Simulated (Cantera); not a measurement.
An isothermal, constant-pressure homogeneous reactor starts with 11.0 % NH₃, 89.0 % N₂, at 2375 K and 0.0267 bar.

Computed with Cantera and the gas-phase N/H chemistry of the illustrative SiF4/NH3 mechanism in the Surface Chemkin manual (1991). Walls and surfaces, which speed up NH3 decomposition in real reactors, are not modelled.

x: mole fraction; the columns are a selection and need not sum to one.

```csv
t (s),x NH₃,x N,x H,x N₂H₄,x NH₂,x H₂,x N₂H₂
0.000400,0.109,6.05e-8,9.12e-6,5.23e-10,0.000735,0.000393,2.19e-7
0.00100,0.108,3.85e-7,2.08e-5,(withheld),0.00167,0.00134,1.53e-6
0.00252,0.103,2.14e-6,7.17e-5,(withheld),0.00238,0.00649,4.15e-6
0.00633,0.0921,6.27e-6,0.000161,(withheld),0.00185,0.0221,3.64e-6
0.0159,0.0695,1.11e-5,0.000320,(withheld),0.00126,0.0532,2.41e-6
0.0399,0.0358,1.36e-5,0.000621,4.78e-10,0.000702,0.0991,1.05e-6
0.100,0.00807,1.24e-5,0.00122,5.10e-11,0.000229,0.137,1.79e-7
0.252,0.000248,7.61e-6,0.00339,<1e-12,1.85e-5,0.146,2.98e-9
0.632,1.48e-6,1.45e-6,0.0104,<1e-12,3.48e-7,0.143,3.07e-12
1.59,4.07e-8,4.85e-7,0.0228,<1e-12,2.20e-8,0.135,<1e-12
3.98,1.38e-8,4.52e-7,0.0308,<1e-12,1.05e-8,0.131,<1e-12
10.0,1.38e-8,4.82e-7,0.0314,<1e-12,1.07e-8,0.130,<1e-12
```

### Question
Fill in the missing entries.

### Answer

- 0.00100, x N₂H₄: 2.72e-9
- 0.00252, x N₂H₄: 5.49e-9
- 0.00633, x N₂H₄: 3.32e-9
- 0.0159, x N₂H₄: 1.54e-9
